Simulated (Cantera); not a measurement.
Cantera with NASA thermochemical tables; ideal gases at 1 bar, condensed phases pure. Values are per mole of reaction as written; species without (g) are pure solids or liquids, kept so even where they would boil at 1 bar.

2 AlN + 3 F₂(g) ⇌ 2 AlF₃(g) + 2 N(g), with ΔH° = -837.3 kJ and ΔS° = 211.4 J/K at 300 K.

**Question.** How far is the shortcut ΔG° ≈ ΔH°(300 K) − T·ΔS°(300 K) from the full temperature-dependent value at 1148, 1298, 1448, 1598, 1748, 1898, 2048, 2198, 2348, 2498 K?

**Answer.** 
```
T (K)  shortcut (kJ)  full (kJ)  difference (kJ)  difference in log10 K
-----  -------------  ---------  ---------------  ---------------------
1148         -1080.0    -1082.0              2.1                  -0.09
1298         -1111.7    -1113.7              2.0                  -0.08
1448         -1143.4    -1145.2              1.8                  -0.07
1598         -1175.1    -1176.5              1.5                  -0.05
1748         -1206.8    -1207.7              0.9                  -0.03
1898         -1238.5    -1238.7              0.2                  -0.01
2048         -1270.2    -1269.6             -0.7                   0.02
2198         -1301.9    -1300.3             -1.7                   0.04
2348         -1333.6    -1330.8             -2.8                   0.06
2498         -1365.4    -1361.3             -4.0                   0.08
```
The shortcut ignores the heat-capacity change of the reaction.
